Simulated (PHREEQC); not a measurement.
NaF is added in steps, without added water, to 1 kg of water holding 0.015 mol Na2HPO4, 0.00022 mol Ca(NO3)2 and 0.014 mol CsBr, at 25 °C. O2 is buffered at 0.21 atm. No CO2 enters from the air. Only these solids could form: Fluorite, Portlandite, Hydroxyapatite, Fluorapatite.

Base run: PHREEQC, ion-association model, wateq4f.dat. Each further column changes one thing. The table gives pH.

```csv
NaF added (mol),base,temperature from 25 to 50 °C,0.0015 mol/kgw NaCl added,Na2HPO4 from 0.015 to 0.003 mol/kgw
0,8.81,[?],8.81,8.21
0.0045,8.90,8.75,8.89,[?]
0.007875,8.89,8.74,8.89,8.30
0.01238,8.88,8.74,8.88,[?]
0.01688,8.88,8.73,8.87,9.03
0.02025,8.87,8.72,8.87,[?]
0.02475,8.87,8.72,8.87,9.11
0.02813,9.03,8.71,9.03,9.11
0.03263,9.21,8.71,9.21,9.10
0.03712,9.25,8.70,9.25,9.09
0.0405,9.25,8.75,9.25,9.09
0.045,9.24,8.88,9.24,[?]
```

What belongs in the gaps?


- 0, temperature from 25 to 50 °C: 8.68
- 0.0045, Na2HPO4 from 0.015 to 0.003 mol/kgw: 8.31
- 0.01238, Na2HPO4 from 0.015 to 0.003 mol/kgw: 8.64
- 0.02025, Na2HPO4 from 0.015 to 0.003 mol/kgw: 9.12
- 0.045, Na2HPO4 from 0.015 to 0.003 mol/kgw: 9.08

H3PO4, which wateq4f.dat lacks, is added to it with the constant of phreeqc.dat. Constants without temperature data keep their 25 °C values here. Solids allowed in the column '0.0015 mol/kgw NaCl added': Fluorite, Portlandite, Hydroxyapatite, Fluorapatite, Halite.
